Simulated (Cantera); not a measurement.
A perfectly stirred reactor is fed with CO : O2 : H2O : N2 = 0.019 : 0.0089 : 0.012 : 1 (molar parts), equivalence ratio 1.1, at 1000000 Pa; it is held at 1123 K, and followed from long to short residence time.

Cantera simulation using GRI-Mech 3.0 (53 species, 325 reactions); the numbers are that mechanism's predictions, not measurements.

x: mole fraction; the columns are a selection and need not sum to one.

```csv
τ (s),x CO,x O2,x H2O,x H2O2,x H
13,0.00123,___,0.0115,3.64e-9,1.17e-7
5.3,0.00162,___,0.0115,1.46e-8,1.13e-7
2.1,0.00243,___,0.0115,4.87e-8,1.15e-7
0.84,0.00386,___,0.0115,1.28e-7,1.26e-7
0.33,0.00621,___,0.0115,2.79e-7,1.43e-7
0.13,0.00944,___,0.0115,4.99e-7,1.59e-7
0.052,0.0129,___,0.0115,7.15e-7,1.69e-7
0.021,0.0155,___,0.0115,8.31e-7,1.69e-7
0.0082,0.0171,___,0.0115,8.06e-7,1.57e-7
```

**Question.** What belongs in the gaps?

**Answer.** 
- 13, x O2: 0.000113
- 5.3, x O2: 0.000284
- 2.1, x O2: 0.000671
- 0.84, x O2: 0.00138
- 0.33, x O2: 0.00256
- 0.13, x O2: 0.00417
- 0.052, x O2: 0.00588
- 0.021, x O2: 0.00721
- 0.0082, x O2: 0.00800
